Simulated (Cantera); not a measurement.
A diamond (100) surface in a fixed gas of H2 with x(CH4) = 0.0029, x(H) = 0.0039, at 1375 K, 36.0 Torr; coverages are run to steady state.

Cantera simulation using the Harris–Goodwin 1993 mechanism for the reconstructed diamond (100) surface; the numbers are that mechanism's predictions, not measurements.

θ: site fractions in the mechanism's names (c6HH fully hydrogenated, c6H* and c6*H radical sites, c6** diradical, c6HM methylated).

```csv
x(CH3),growth (µm/h),θ c6HH,θ c6H*,θ c6*H,θ c6**,θ c6HM
1e-06,?,0.357,0.0564,0.536,0.0511,5.26e-7
2.5e-06,?,0.357,0.0564,0.536,0.0511,1.32e-6
6.4e-06,?,0.357,0.0564,0.536,0.0511,3.37e-6
1.6e-05,?,0.357,0.0564,0.536,0.0511,8.42e-6
4.1e-05,?,0.357,0.0564,0.536,0.0510,2.16e-5
0.0001,?,0.357,0.0564,0.535,0.0509,5.25e-5
0.00026,?,0.357,0.0564,0.535,0.0505,0.000136
0.00066,?,0.357,0.0563,0.534,0.0496,0.000343
0.0017,?,0.356,0.0561,0.533,0.0475,0.000869
```

Q: Fill in the missing entries.

A: 
- 1e-06, growth (µm/h): 0.00841
- 2.5e-06, growth (µm/h): 0.0210
- 6.4e-06, growth (µm/h): 0.0538
- 1.6e-05, growth (µm/h): 0.134
- 4.1e-05, growth (µm/h): 0.344
- 0.0001, growth (µm/h): 0.837
- 0.00026, growth (µm/h): 2.16
- 0.00066, growth (µm/h): 5.40
- 0.0017, growth (µm/h): 13.3
